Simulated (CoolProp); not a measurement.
Properties of nitrogen along the isobar 36 bar (Tc = 126.2 K, pc = 33.96 bar, ω = 0.037).

The numbers come from the reference Helmholtz-energy equation of state, Span 2000 in CoolProp.

```
T (K)          phase  density (kg/m³)  cp (kJ/(kg K))  viscosity (µPa s)  conductivity (mW/(m K))
-----  -------------  ---------------  --------------  -----------------  -----------------------
103.9         liquid            683.1           2.258               73.2                     98.2
108.5         liquid            654.0           2.382               64.1                     89.4
113.2         liquid            620.0           2.586               55.6                     80.2
117.8         liquid            579.8           2.949               47.6                     70.9
122.5         liquid            523.9           3.883               38.6                     60.9
127.1  supercritical            382.0           24.04               23.1                     56.0
131.8  supercritical            164.7           3.971               12.5                     24.8
136.4  supercritical            138.7           2.608               12.0                     21.6
141.1  supercritical            123.4           2.113               11.9                     20.3
145.7  supercritical            112.9           1.858               11.9                     19.7
150.4  supercritical            104.7           1.696               12.0                     19.4
155    supercritical            98.15           1.586               12.1                     19.3
159.7  supercritical            92.60           1.505               12.3                     19.3
```

The peak of cp marks the crossing from liquid-like to gas-like fluid above the critical point.

Viscosity comes from a separate model (Lemmon 2004). Thermal conductivity comes from a separate model (Lemmon 2004).
